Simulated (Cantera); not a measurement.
A closed system holds: 1 mol MgO, 0.65 mol Cl₂, at 1650 K.

Cantera equilibrium calculation (NASA polynomials, part measured and part estimated; ideal gas, pure solids and liquids). Candidate condensed phases: Mg, MgCl₂, MgO; 11 gas species. Mutual solubility and eutectic melting of coexisting phases are not modelled. The numbers say what is thermodynamically allowed, not how fast it happens.

Q: Which condensed phases are stable at each of these points (P (Pa)): 1000, 4000, 16000, 63000, 250000, 1000000?

A: 
| P (Pa) | condensed phases | Mg condensed (%) |
|---|---|---|
| 1000 | MgO(s) | 51.2 |
| 4000 | MgO(s) | 50.7 |
| 16000 | MgO(s) | 53.3 |
| 63000 | MgO(s) | 59.2 |
| 250000 | MgO(s) | 67.3 |
| 1000000 | MgCl₂(l) + MgO(s) | 94.5 |

From 0.0100 bar to 2.50 bar the condensed part is MgO(s). At 10.0 bar the condensed part is MgCl₂(l) + MgO(s).
